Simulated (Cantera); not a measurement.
A closed system holds: 1 mol CH3Cl, 0.044 mol F2, at 0.00680 bar.

Method: chemical equilibrium by Gibbs-energy minimisation in Cantera with the NASA 1993 tables (ideal gas, pure condensed phases). Candidate condensed phases: C, C6H6, C7H8, C8H18; 118 gas species. Kinetics and transport are ignored. All values below are at 1173 K.

Base state: HCl 0.489, H2 0.468, HF 0.0431, CH4 2.89e-5 (mole fractions); condensed: C(graphite).

Q: What changes in the equilibrium state with this change: F2 from 0.044 to 0.6 mol?

A: 
| species | before | after |
|---|---|---|
| HF | 0.0431 | 0.462 |
| HCl | 0.489 | 0.385 |
| H2 | 0.468 | 0.154 |
| CH4 | 2.89e-5 | 3.13e-6 |
| C(graphite), mol | 1.000 | 1.000 |

Q: What changes in the equilibrium state with this change: F2 from 0.044 to 0.2 mol?

A: 
```csv
species,before,after
HCl,0.489,0.455
H2,0.468,0.364
HF,0.0431,0.182
CH4,2.89e-5,1.75e-5
"C(graphite), mol",1.000,1.000
```
